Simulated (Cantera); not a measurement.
A freely propagating, adiabatic, planar premixed flame of C₃H₈ : O₂ : N₂ = 1 : 5.68 : 21.4 (molar parts), equivalence ratio 0.88, unburnt at 450 K and 0.138 atm; multicomponent transport, grid criteria slope 0.08 and curve 0.16, no radiation.

Cantera simulation using GRI-Mech 3.0 (53 species, 325 reactions); the numbers are that mechanism's predictions, not measurements. GRI-Mech 3.0 was tuned for natural gas; its chemistry of propane as a main component is partial and can be far from experiment. Burning velocities carry a grid error of a few per cent, more on coarse grids.

**Question.** Predict: laminar burning velocity; thermal thickness; peak x(C₂H₂); peak x(CH₂O); peak x(CH₂).

**Answer.** 
| Item | Value |
|---|---|
| laminar burning velocity | 117 cm/s |
| thermal thickness | 1.83 mm |
| peak x(C₂H₂) | 0.000966 |
| peak x(CH₂O) | 0.00139 |
| peak x(CH₂) | 5.03e-5 |
